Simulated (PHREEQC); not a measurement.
1.1 g of hydrous ferric oxide (600 m²/g; 0.2 weak and 0.005 strong sites per Fe, Dzombak-Morel constants, diffuse double layer) in 1 kg of water with 0.05 mol/kgw of an inert sodium salt, at 25 °C; the pH is set by adding NaOH or the inert anion's acid. O2 is buffered at 0.21 atm. The system is closed to CO2. No solid was allowed to form.

The numbers come from PHREEQC with the ion-association model, wateq4f.dat.

```json
[
 {"pH": "3", "surface charge σ (C/m²)": "0.357", "surface potential ψ (mV)": "169"},
 {"pH": "3.5", "surface charge σ (C/m²)": "0.336", "surface potential ψ (mV)": "166"},
 {"pH": "4", "surface charge σ (C/m²)": "0.295", "surface potential ψ (mV)": "159"},
 {"pH": "4.5", "surface charge σ (C/m²)": "0.239", "surface potential ψ (mV)": "149"},
 {"pH": "5", "surface charge σ (C/m²)": "0.181", "surface potential ψ (mV)": "135"},
 {"pH": "5.5", "surface charge σ (C/m²)": "0.130", "surface potential ψ (mV)": "118"},
 {"pH": "6", "surface charge σ (C/m²)": "0.089", "surface potential ψ (mV)": "99"},
 {"pH": "6.5", "surface charge σ (C/m²)": "0.058", "surface potential ψ (mV)": "78"},
 {"pH": "7", "surface charge σ (C/m²)": "0.034", "surface potential ψ (mV)": "56"},
 {"pH": "7.5", "surface charge σ (C/m²)": "(withheld)", "surface potential ψ (mV)": "(withheld)"},
 {"pH": "8", "surface charge σ (C/m²)": "0.003", "surface potential ψ (mV)": "6"},
 {"pH": "8.5", "surface charge σ (C/m²)": "(withheld)", "surface potential ψ (mV)": "-20"},
 {"pH": "9", "surface charge σ (C/m²)": "-0.026", "surface potential ψ (mV)": "-45"},
 {"pH": "9.5", "surface charge σ (C/m²)": "-0.046", "surface potential ψ (mV)": "-69"},
 {"pH": "10", "surface charge σ (C/m²)": "-0.074", "surface potential ψ (mV)": "-90"},
 {"pH": "10.5", "surface charge σ (C/m²)": "-0.111", "surface potential ψ (mV)": "-110"},
 {"pH": "11", "surface charge σ (C/m²)": "-0.159", "surface potential ψ (mV)": "-128"}
]
```

Problem. Fill in the missing entries.

Solution. 
- 7.5, surface charge σ (C/m²): 0.017
- 7.5, surface potential ψ (mV): 31
- 8.5, surface charge σ (C/m²): -0.010

Species that the database lacks are ignored. The oxide is taken as insoluble; below pH 4 it would dissolve.
